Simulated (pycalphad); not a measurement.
An equivalent pycalphad script:

```python
from pycalphad import Database, equilibrium, calculate, variables as v
import numpy as np
db = Database('COST507.tdb')
comps = ['AL', 'C', 'VA']
phases = ['AL4C3', 'FCC_A1', 'GRAPHITE', 'LIQUID']
eq = equilibrium(db, comps, phases, {v.X('C'): 0.3635, v.T: np.arange(3050, 499, -75), v.P: 101325, v.N: 1}, output=['HM', 'SM'])
```

Computed with pycalphad from the COST 507 light-alloy database (1999), at 1 atm. No gas phase is included, though pure Al would boil below 2777 °C. The data set is of 1999 and partly superseded. Amounts are mole fractions of atoms. Diffusion is slow at the low end, where real alloys seldom reach equilibrium.

Results at three of the temperatures:

```
T = 2450.00 K, P = 101325 Pa, N = 1 mol of atoms
G = -138193 J/mol, H = 91436 J/mol, S = 93.73 J/(mol K)  (SER reference)
chemical potentials (J/mol): Al -179699, C -65514
phase             fraction      x(Al)       x(C)
LIQUID              0.8060     0.7897     0.2103
GRAPHITE            0.1940       none     1.0000
```

```
T = 1175.00 K, P = 101325 Pa, N = 1 mol of atoms
G = -60764 J/mol, H = -3930 J/mol, S = 48.37 J/(mol K)  (SER reference)
chemical potentials (J/mol): Al -56019, C -69071
phase             fraction      x(Al)       x(C)
AL4C3               0.8482     0.5714     0.4286
LIQUID              0.1518     1.0000   4.83e-07
```

```
T = 1025.00 K, P = 101325 Pa, N = 1 mol of atoms
G = -53773 J/mol, H = -7887 J/mol, S = 44.77 J/(mol K)  (SER reference)
chemical potentials (J/mol): Al -44525, C -69967
phase             fraction      x(Al)       x(C)
AL4C3               0.8482     0.5714     0.4286
LIQUID              0.1518     1.0000   1.17e-08
```

Changes of the phase set, refined by bisection:

```
T (°C)       phases above       phases below
------  -----------------  -----------------
2607.0             LIQUID  GRAPHITE + LIQUID
2155.8  GRAPHITE + LIQUID     AL4C3 + LIQUID
660.3      AL4C3 + LIQUID     AL4C3 + FCC_A1
```

Database names, with the compositions (at.%) that they take in these runs: AL4C3: Al 57 C 43. FCC_A1 is fcc. An entry "none" or "no" means that the model of the phase leaves that element out.
